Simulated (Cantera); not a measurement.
Input (Python, Cantera) and output of one run.

```python
import numpy as np
import cantera as ct

gas_names = """
    Electron H H+ H- HO2 H2 H2+ H2- H2O H2O+ H2O2 H2S H2SO4 H3O+ O O+ O- OH OH+ OH- O2 O2+ O2- O3 S S+
    S- SH SO SO2 SO3 S2 S2O S8
""".split()
cond_names = """
    H2O(s) H2O(L) H2SO4(L) S(cr1) S(cr2) S(L)
""".split()


# ... load() reads the species with a 1 bar reference pressure and builds the phases ...
atoms = {
    'SO2': {'S': 1, 'O': 2},
    'H2': {'H': 2},
    'O2': {'O': 2},
}
top_T = {}  # K; cautious upper limits of use, not melting points


# ... equilibrate(T, P, feed) seeds the gas with the atoms and calls Mixture.equilibrate('TP', solver="vcs", rtol=1e-11, max_steps=5000) ...
results = []
feed = {'SO2': 1, 'H2': 0.29, 'O2': 0.05}  # mol
P = 100000  # Pa
for T in [3000, 3500, 4000, 4500, 5000]:
    mix = equilibrate(T, P, feed)
    results.append((T, P, feed, dict(zip(mix.species_names, mix.species_moles))))
    x = sorted(zip(gas.X, gas.species_names), reverse=True)
    print(f"T = {T:g} K  P = {P:g} Pa  gas = {mix.phase_moles(0):.4g} mol")
    print("   x: " + "  ".join(f"{s} {v:.3e}" for v, s in x if v > 1e-05))
    print("   condensed (mol): " + ("  ".join(f"{mix.phase(i).name} {mix.phase_moles(i):.4g}"
          for i in range(1, mix.n_phases) if mix.phase_moles(i) > 1e-12) or "none"))
```

Output:

```
T = 3000 K  P = 100000 Pa  gas = 1.418 mol
   x: SO2 5.194e-01  SO 1.675e-01  H2O 1.372e-01  OH 4.038e-02  O2 3.751e-02  H2 3.174e-02  H 2.813e-02  O 2.193e-02  S 1.129e-02  SH 2.472e-03  S2 1.991e-03  S2O 2.803e-04  H2S 1.367e-04  SO3 8.972e-05  HO2 1.367e-05
   condensed (mol): none
T = 3500 K  P = 100000 Pa  gas = 1.88 mol
   x: SO 2.515e-01  SO2 2.135e-01  O 1.475e-01  H 9.640e-02  O2 8.945e-02  OH 6.996e-02  S 5.421e-02  H2O 4.200e-02  H2 2.665e-02  SH 4.685e-03  S2 3.729e-03  S2O 2.752e-04  H2S 9.364e-05  SO3 3.414e-05  HO2 3.169e-05
   condensed (mol): none
T = 4000 K  P = 100000 Pa  gas = 2.69 mol
   x: O 3.713e-01  SO 1.749e-01  S 1.503e-01  H 1.482e-01  O2 6.223e-02  OH 3.853e-02  SO2 3.372e-02  H2 8.639e-03  S2 4.332e-03  SH 3.902e-03  H2O 3.845e-03  S2O 1.175e-04  H2S 2.218e-05  HO2 1.316e-05
   condensed (mol): none
T = 4500 K  P = 100000 Pa  gas = 3.328 mol
   x: O 5.105e-01  S 2.304e-01  H 1.559e-01  SO 6.114e-02  O2 2.106e-02  OH 1.216e-02  SO2 2.482e-03  S2 2.333e-03  H2 2.032e-03  SH 1.754e-03  H2O 2.263e-04  S2O 1.928e-05  S+ 1.596e-05  Electron 1.520e-05
   condensed (mol): none
T = 5000 K  P = 100000 Pa  gas = 3.572 mol
   x: O 5.535e-01  S 2.595e-01  H 1.566e-01  SO 1.767e-02  O2 6.248e-03  OH 3.903e-03  S2 9.066e-04  SH 7.096e-04  H2 5.925e-04  SO2 1.728e-04  S+ 7.252e-05  Electron 7.074e-05  H2O 1.828e-05
   condensed (mol): none
```

Method: chemical equilibrium by Gibbs-energy minimisation in Cantera with the NASA 1993 tables (ideal gas, pure condensed phases).
